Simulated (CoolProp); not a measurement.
The fluid at 269.02 K and 0.766 MPa is throttled through a valve to 0.266 MPa with no heat exchange. The same conditions are run with several fluids, on thermodynamics alone (safety and materials aside).

The numbers come from the reference Helmholtz-energy equation of state of each fluid (dry air: Lemmon 2000; C2F6 (R116): Lemmon 2006; hydrogen chloride: Thol 2018; CH3F (R41): Lemmon 2006; fluorine: de Reuck 1990) in CoolProp. Blends and air are pseudo-pure fits.

Question: Rank dry air, C2F6 (R116), hydrogen chloride, CH3F (R41), fluorine by temperature change (K), highest first.

Answer: fluorine (-1.2), dry air (-1.4), C2F6 (R116) (-6.3), hydrogen chloride (-10.6), CH3F (R41) (-12.9)

```
fluid              final density (kg/m³)
-----------------  ---------------------
dry air                             3.47
C2F6 (R116)                         17.6
hydrogen chloride                   4.63
CH3F (R41)                          4.42
fluorine                            4.55
```
